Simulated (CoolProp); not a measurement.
Vapour-liquid equilibrium of R22 (1) + C3F8 (R218) (2) at 272 K; x and y are mole fractions of (1).

Computed with CoolProp (multi-fluid Helmholtz-energy mixture model, Kamei 1995 and Lemmon 2006; pair parameters Bell 2016).

**Question.** Give the bubble pressure and the first vapour's composition at x = 0.35, 0.5, 0.95. Is there an azeotrope?

**Answer.** x = 0.35: 5.695 bar, y = 0.473; x = 0.5: 5.918 bar, y = 0.559; x = 0.95: 5.207 bar, y = 0.887. y crosses x between x = 0.5 and 0.65: the model has an azeotrope there.

Pair parameters are fitted to limited data, so mixtures are less certain than the pure fluids.
